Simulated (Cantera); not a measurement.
Charge: 1 mol Si2Cl6, 1.2 mol HCl, 210 mol H2, equilibrated at 3.30 mbar.

Method: chemical equilibrium by Gibbs-energy minimisation in Cantera with the NASA 1993 tables (ideal gas, pure condensed phases). Candidate condensed phases: Si; 19 gas species. The feed counts by its element totals alone. The tables' values for SiCl3 are old estimates; treat these amounts as uncertain. The numbers say what is thermodynamically allowed, not how fast it happens. All values below are at 1323 K.

Base state: H2 0.969, HCl 0.0288, SiCl2 0.00234, SiCl3 3.59e-5, H 2.72e-5 (mole fractions); condensed: Si(s).

Problem. What changes in the equilibrium state with this change: Si2Cl6 replaced by SiH2Cl2?

Solution. 
```
species      before     after
----------  -------  --------
H2            0.969     0.986
HCl          0.0288    0.0139
SiCl2       0.00234  0.000537
SiCl3       3.59e-5   3.95e-6
H           2.72e-5   2.74e-5
Si(s), mol     1.49     0.884
```
